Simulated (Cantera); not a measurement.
Input: 1 mol B, 3.4 mol H₂O, 1 mol N₂, equilibrated at 1100 K and 3.53 Torr.

Equilibrium computed with Cantera from the NASA thermochemical tables; the gas is ideal and each condensed phase is pure. Candidate condensed phases: B, BN, B₂O₃, B₃O₃H₃, H₂O; 39 gas species. Gases not in the tables: H₃BO₃. Rates play no part.

Base state: H₂O 0.430, H₂ 0.341, N₂ 0.227, HBO₂ 0.00167, (HBO₂)₃ 0.000338 (mole fractions); condensed: B₂O₃(l).

What changes in the equilibrium state with this change: H₂O from 3.4 to 1.4 mol?


```tsv
species	before	after
H₂	0.341	0.591
N₂	0.227	0.408
H₂O	0.430	0.000684
HBO₂	0.00167	6.65e-5
(HBO₂)₃	0.000338	2.14e-8
B₂O₃(l), mol	0.494	0.466
BN(s), mol	0	0.0678
```
N₂ is the only nitrogen source here; it is nearly inert below about 1500 K, so the nitride shown seldom forms there in practice. Mutual solubility and eutectic melting of coexisting phases are not modelled.
